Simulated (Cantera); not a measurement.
Charge: 1 mol toluene, 5.2 mol H2O, 6.2 mol H2, equilibrated at 1825 °C and 2.70 bar.

Method: chemical equilibrium by Gibbs-energy minimisation in Cantera with the NASA 1993 tables (ideal gas, pure condensed phases). Candidate condensed phases: C, C6H6, C7H8, C8H18, H2O; 110 gas species. Kinetics and transport are ignored.

Base state: H2 0.744, CO 0.252, H 0.00162, C2H2 (acetylene) 0.00106, CH4 0.000496, H2O 4.10e-5, CH3 2.10e-5 (mole fractions); condensed: C(graphite).

**Question.** What changes in the equilibrium state with this change: H2O from 5.2 to 0.048 mol?

**Answer.** 
```csv
species,before,after
H2,0.744,0.991
CO,0.252,0.00466
H,0.00162,0.00187
CH4,0.000496,0.000879
H2O,4.10e-5,1.01e-6
C2H4,8.54e-6,1.51e-5
CH3,2.10e-5,3.23e-5
C2H2 (acetylene),0.00106,0.00142
"C(graphite), mol",1.75,6.91
```
